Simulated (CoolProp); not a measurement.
The numbers come from the reference Helmholtz-energy equation of state, Lemmon 2022 in CoolProp.

Give the vapour pressure (MPa), liquid density (kg/m³), enthalpy of vaporisation (kJ/kg), vapour Z of saturated R1234yf at 310.3 K.


```
T (K)  p (MPa)  liquid density (kg/m³)  enthalpy of vaporisation (kJ/kg)  vapour Z
-----  -------  ----------------------  --------------------------------  --------
310.3    0.947                    1050                               135     0.785
```
